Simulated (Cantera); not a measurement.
A freely propagating, adiabatic, planar premixed flame of CH4 : O2 : N2 = 1 : 2.7 : 9.73 (molar parts), unburnt at 475 K and 2.60 bar; mixture-averaged transport, grid criteria slope 0.08 and curve 0.16, no radiation.

Model: GRI-Mech 3.0 (53 species, 325 reactions), integrated in Cantera. Burning velocities carry a grid error of a few per cent, more on coarse grids.

x: mole fraction of selected species; z is measured from the peak of heat release.

| z (mm) | T (K) | u (m/s) | x CH4 | x O2 | x OH | x CH2O | x C2H6 | x NO |
|---|---|---|---|---|---|---|---|---|
| -0.661 | 476 | 0.423 | 0.0744 | 0.201 | <1e-8 | 3.20e-7 | 4.82e-8 | <1e-8 |
| -0.441 | 480 | 0.427 | 0.0740 | 0.201 | <1e-8 | 3.22e-6 | 5.48e-7 | <1e-8 |
| -0.331 | 495 | 0.441 | 0.0730 | 0.199 | <1e-8 | 1.99e-5 | 3.86e-6 | <1e-8 |
| -0.220 | 579 | 0.518 | 0.0679 | 0.193 | (withheld) | 0.000157 | 3.74e-5 | 7.82e-8 |
| -0.110 | 962 | 0.869 | 0.0458 | 0.160 | (withheld) | 0.000932 | 0.000339 | 1.00e-6 |
| -0.0551 | 1328 | 1.20 | 0.0244 | 0.124 | (withheld) | 0.00109 | 0.000468 | 2.44e-6 |
| 0 | 1682 | 1.53 | 0.00491 | 0.0848 | (withheld) | 0.000483 | 5.09e-5 | 4.51e-6 |
| 0.0551 | 1833 | 1.66 | 0.000216 | 0.0652 | (withheld) | 4.13e-5 | 9.01e-8 | 6.92e-6 |
| 0.110 | 1896 | 1.71 | 5.55e-6 | 0.0592 | 0.00568 | 1.28e-6 | <1e-8 | 8.80e-6 |
| 0.220 | 1968 | 1.76 | <1e-8 | 0.0554 | 0.00542 | <1e-8 | <1e-8 | 1.15e-5 |
| 0.441 | 2028 | 1.81 | <1e-8 | 0.0533 | (withheld) | <1e-8 | <1e-8 | 1.47e-5 |
| 0.882 | 2060 | 1.84 | <1e-8 | 0.0525 | (withheld) | <1e-8 | <1e-8 | 1.78e-5 |
| 1.76 | 2072 | 1.85 | <1e-8 | 0.0523 | (withheld) | <1e-8 | <1e-8 | 2.10e-5 |

Question: What belongs in the gaps?

Answer: 
- -0.220, x OH: 1.42e-7
- -0.110, x OH: 1.10e-5
- -0.0551, x OH: 0.000148
- 0, x OH: 0.00171
- 0.0551, x OH: 0.00476
- 0.441, x OH: 0.00419
- 0.882, x OH: 0.00283
- 1.76, x OH: 0.00211
